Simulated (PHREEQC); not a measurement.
Synthetic water in mg/L, 30 °C, pH 3.65, pe 11.4: Na 30.5; K 10.3; Ca 92.2; Mg 95.6; Cl 88.7; S(6) as SO4 618; N(5) as NO3 18.8; Al 3.88; Cu(2) 24.3.

Valence states are taken as typed.

The numbers come from PHREEQC with the ion-association model, wateq4f.dat.

No solid was allowed to form.

Q: Estimate the ionic strength, charge-balance error.

A: ionic strength 0.0213 mol/kgw; charge-balance error -0.4 %.

Q: In which forms is Cu present?

A: Cu+2 76 %, CuSO4 24 % of the Cu.
